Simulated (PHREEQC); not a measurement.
1 kg of water holding 0.095 mol NaCl, 0.0055 mol NaBr, 0.0067 mol CaSO4, 0.32 mol MgBr2 and 0.01 mol KCl is evaporated at 15 °C; the solids stay in contact with the brine. No CO2 enters from the air. Solids allowed: Arcanite, Bischofite, Bloedite, Brucite, Carnallite, Epsomite, Glaserite, Glauberite, Gypsum, Anhydrite, Halite, Hexahydrite, Kainite, Kieserite, Leonite, Mirabilite, Misenite, Polyhalite, Portlandite, Schoenite, Sylvite, Syngenite, Thenardite, MgCl2_4H2O. Others were left out.

Computed with PHREEQC (Pitzer model, pitzer.dat).

```tsv
water left (kg)	ionic strength	water activity	Na in solution (mol/kgw)	Ca in solution (mol/kgw)	S in solution (mol/kgw)
1	1.10	0.980	0.101	0.00670	0.00670
0.8219	1.34	0.975	0.122	0.00815	0.00815
0.6755	1.62	0.968	0.149	0.00992	0.00992
0.5552	1.98	0.960	0.181	0.0121	0.0121
0.4563	2.40	0.949	0.220	0.0147	0.0147
0.375	2.93	0.935	0.268	0.0179	0.0179
0.3082	3.56	0.916	0.326	0.0217	0.0217
0.2533	4.33	0.889	0.397	0.0264	0.0264
0.2082	5.27	0.854	0.483	0.0322	0.0322
0.1711	6.41	0.806	0.587	0.0391	0.0391
```

Species that the database lacks are ignored.
